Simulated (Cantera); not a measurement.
**Thermodynamics of carbon deposition, reforming and gasification, feed toluene + CO2**

A closed system holds: 1 mol toluene, 0.57 mol CO2, at 0.608 Torr.

Cantera equilibrium calculation (NASA polynomials, part measured and part estimated; ideal gas, pure solids and liquids). Candidate condensed phases: C, C6H6, C7H8, C8H18, H2O; 110 gas species. Equilibrium is a limit: real reactors are often held back by kinetics, nucleation or transport.

| T (K) | x H2 | x H | x CO | x H2O | x CO2 | x CH4 | x C3 | n C(graphite) |
|---|---|---|---|---|---|---|---|---|
| 600 | 0.743 | <1e-12 | 0.0115 | 0.141 | 0.0617 | 0.0422 | <1e-12 | 7.09 |
| 800 | 0.780 | 8.99e-11 | 0.213 | 0.00315 | 0.00363 | 0.000662 | <1e-12 | 6.46 |
| 1000 | 0.778 | 7.03e-8 | 0.222 | 5.52e-5 | 2.26e-5 | 4.68e-5 | <1e-12 | 6.43 |
| 1200 | 0.778 | 6.12e-6 | 0.222 | 3.63e-6 | 7.53e-7 | 7.75e-6 | <1e-12 | 6.43 |
| 1400 | 0.778 | 0.000151 | 0.222 | 5.21e-7 | 6.84e-8 | 2.12e-6 | <1e-12 | 6.43 |
| 1600 | 0.777 | 0.00168 | 0.222 | 1.22e-7 | 1.16e-8 | 7.98e-7 | <1e-12 | 6.43 |
| 1800 | 0.768 | 0.0110 | 0.221 | 3.91e-8 | 2.94e-9 | 3.68e-7 | 1.41e-10 | 6.43 |
| 2000 | 0.734 | 0.0490 | 0.216 | 1.51e-8 | 9.70e-10 | 1.85e-7 | 3.42e-8 | 6.42 |
| 2200 | 0.636 | 0.158 | 0.204 | 6.00e-9 | 3.65e-10 | 8.62e-8 | 2.98e-6 | 6.41 |
| 2400 | 0.444 | 0.372 | 0.180 | 2.04e-9 | 1.41e-10 | 2.84e-8 | 0.000121 | 6.39 |
| 2600 | 0.215 | 0.625 | 0.152 | 5.06e-10 | 5.51e-11 | 4.81e-9 | 0.00273 | 6.29 |
| 2800 | 0.0678 | 0.748 | 0.127 | 8.78e-11 | 2.36e-11 | 3.65e-10 | 0.0390 | 5.12 |
x: gas mole fraction; n: condensed amount in mol.

From 600 K to 2800 K the condensed part is C(graphite). The main C-bearing gas is CO2 at 600 K and CO at 2800 K. The share of C in condensed phases is highest at 600 K (93.7 %) and lowest at 2800 K (67.7 %).
